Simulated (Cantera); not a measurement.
A jet of 2.42 % H2, 10.6 % O2, 87.0 % N2 at 300 K and 6100 Pa hits a platinum plate 6.7 cm away at a mass flux of 0.098 kg/m²/s; the plate temperature is set and raised in steps from an oxygen-covered start.

Model: Deutschmann's 1995 Pt surface mechanism with GRI-Mech 3.0 gas chemistry, integrated in Cantera. Catalytic surfaces can have several steady states; this one follows from the mechanism file's or the stated starting coverage.

One state of this run: wall x H2 = 0.00148; wall x O2 = 0.0816; wall x H2O = 0.0430; wall x OH = 1.56e-8; θ free Pt = 0.177; θ O* = 0.822; θ OH* = 0.00163. x: mole fraction at the wall; θ: surface coverage.

Task: Which value of plate T (K) does it belong to?
(A) 850
(B) 700
(C) 950
(D) 900

Result: A, 850
